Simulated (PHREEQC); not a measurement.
0.1 mol of Cerargyrite (AgCl) is brought to equilibrium with 1 kg of water, with rising amounts of HI, at 25 °C. Oxygen is held at 0.21 atm. CO2 from the air is kept out. The run lets Cerargyrite, Iodyrite, Ag2O precipitate or redissolve, and no other solid.

All values are PHREEQC results (ion-association model, wateq4f.dat), not measurements.

```csv
HI added (mol),pH,dissolved Ag (mol/kgw),Iodyrite (mol),Ag+ (mol/kgw)
0,7.00,1.37e-5,0,1.34e-5
0.00208,2.70,4.95e-7,0.00208,9.46e-8
0.00417,2.41,5.19e-7,0.00417,4.91e-8
0.00625,2.24,5.73e-7,0.00625,3.37e-8
0.00833,2.12,6.35e-7,0.00833,2.59e-8
0.0104,2.02,7.00e-7,0.0104,2.11e-8
0.0125,1.95,7.68e-7,0.0125,1.79e-8
0.0146,1.88,8.38e-7,0.0146,1.56e-8
0.0167,1.82,9.08e-7,0.0167,1.38e-8
0.0187,1.78,9.76e-7,0.0187,1.25e-8
0.0208,1.73,1.05e-6,0.0208,1.14e-8
0.0229,1.69,1.12e-6,0.0229,1.04e-8
0.025,1.66,1.19e-6,0.0250,9.68e-9
```

Iodyrite from HI added = 0.00208 mol (pH 2.70).

Species that the database lacks are ignored.
